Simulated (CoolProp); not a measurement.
Propane along the isobar 6310 kPa: Z from the reference equation and from simpler models built on Tc = 96.7 °C, pc = 4251 kPa, ω = 0.152; each cubic takes its own stable root.

The numbers come from the reference Helmholtz-energy equation of state, Lemmon 2009 in CoolProp.

```csv
T (°C),phase,reference,van der Waals,Redlich-Kwong
21.65,liquid,0.2219,0.3350,0.2412
36.65,liquid,0.2203,0.3306,0.2417
51.65,liquid,0.2206,0.3287,0.2448
66.65,liquid,0.2236,0.3298,0.2515
81.65,liquid,0.2307,0.3349,0.2638
96.65,liquid,0.2464,0.3461,0.2861
111.65,supercritical,0.2892,0.3681,0.3316
126.65,supercritical,0.4279,0.4135,0.4319
141.65,supercritical,0.5551,0.4973,0.5435
156.65,supercritical,0.6358,0.5805,0.6210
171.65,supercritical,0.6935,0.6418,0.6773
186.65,supercritical,0.7378,0.6881,0.7207
201.65,supercritical,0.7734,0.7247,0.7557
216.65,supercritical,0.8026,0.7548,0.7846
231.65,supercritical,0.8272,0.7801,0.8090
246.65,supercritical,0.8481,0.8016,0.8298
```
